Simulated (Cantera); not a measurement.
Charge: 1 mol C, 0.13 mol NH3, held at 1.33 mbar.

These are equilibrium values from Cantera (NASA tables, ideal gas, pure condensed phases), not measurements of a reactor. Candidate condensed phases: C, C6H6, C7H8, C8H18; 92 gas species. Rates play no part.

x: gas mole fraction; n: condensed amount in mol.

| T (°C) | x H2 | x N2 | x H | x HCN | x C2H2 (acetylene) | n C(graphite) |
|---|---|---|---|---|---|---|
| 1175 | 0.750 | 0.250 | 0.000219 | ? | 3.56e-6 | 1.000 |
| 1275 | 0.749 | 0.250 | 0.000730 | ? | 1.18e-5 | 1.000 |
| 1375 | 0.748 | 0.249 | 0.00211 | ? | 3.34e-5 | 1.000 |
| 1475 | 0.744 | 0.248 | 0.00540 | ? | 8.40e-5 | 0.999 |
| 1575 | 0.737 | 0.247 | 0.0125 | ? | 0.000190 | 0.999 |
| 1675 | 0.724 | 0.244 | 0.0263 | ? | 0.000390 | 0.998 |
| 1775 | 0.700 | 0.240 | 0.0513 | ? | 0.000734 | 0.998 |

### Question
Some entries are withheld; supply them.

### Answer

- 1175, x HCN: 0.000313
- 1275, x HCN: 0.000634
- 1375, x HCN: 0.00118
- 1475, x HCN: 0.00203
- 1575, x HCN: 0.00329
- 1675, x HCN: 0.00502
- 1775, x HCN: 0.00727
